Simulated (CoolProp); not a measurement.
Aqueous methanol as a coolant, 48 % by mass, freezing at -51.1 °C, 1 atm.

The numbers come from the Melinder's fits for secondary coolants in CoolProp.

```json
[
 {"T (°C)": "-44.6", "viscosity (mPa s)": "31.5", "density (kg/m³)": "958.1", "Prandtl number": "277", "conductivity (W/(m K))": "0.333"},
 {"T (°C)": "-37.4", "viscosity (mPa s)": "20.0", "density (kg/m³)": "954.1", "Prandtl number": "181", "conductivity (W/(m K))": "0.335"},
 {"T (°C)": "-30.1", "viscosity (mPa s)": "13.1", "density (kg/m³)": "950.0", "Prandtl number": "122", "conductivity (W/(m K))": "0.338"},
 {"T (°C)": "-22.8", "viscosity (mPa s)": "8.99", "density (kg/m³)": "945.9", "Prandtl number": "85.5", "conductivity (W/(m K))": "0.340"},
 {"T (°C)": "-15.5", "viscosity (mPa s)": "___", "density (kg/m³)": "941.6", "Prandtl number": "62.0", "conductivity (W/(m K))": "___"},
 {"T (°C)": "-8.2", "viscosity (mPa s)": "___", "density (kg/m³)": "___", "Prandtl number": "46.3", "conductivity (W/(m K))": "0.344"},
 {"T (°C)": "-1", "viscosity (mPa s)": "3.53", "density (kg/m³)": "932.9", "Prandtl number": "35.6", "conductivity (W/(m K))": "0.346"},
 {"T (°C)": "6.3", "viscosity (mPa s)": "2.73", "density (kg/m³)": "928.4", "Prandtl number": "27.9", "conductivity (W/(m K))": "0.348"},
 {"T (°C)": "13.6", "viscosity (mPa s)": "2.16", "density (kg/m³)": "___", "Prandtl number": "22.2", "conductivity (W/(m K))": "___"},
 {"T (°C)": "20.9", "viscosity (mPa s)": "___", "density (kg/m³)": "919.1", "Prandtl number": "18.0", "conductivity (W/(m K))": "0.353"},
 {"T (°C)": "28.1", "viscosity (mPa s)": "___", "density (kg/m³)": "914.4", "Prandtl number": "14.8", "conductivity (W/(m K))": "0.356"},
 {"T (°C)": "35.4", "viscosity (mPa s)": "1.18", "density (kg/m³)": "909.5", "Prandtl number": "12.2", "conductivity (W/(m K))": "0.358"}
]
```

**Question.** What belongs in the gaps?

**Answer.** 
- -15.5, viscosity (mPa s): 6.38
- -15.5, conductivity (W/(m K)): 0.342
- -8.2, viscosity (mPa s): 4.67
- -8.2, density (kg/m³): 937.2
- 13.6, density (kg/m³): 923.8
- 13.6, conductivity (W/(m K)): 0.351
- 20.9, viscosity (mPa s): 1.74
- 28.1, viscosity (mPa s): 1.43
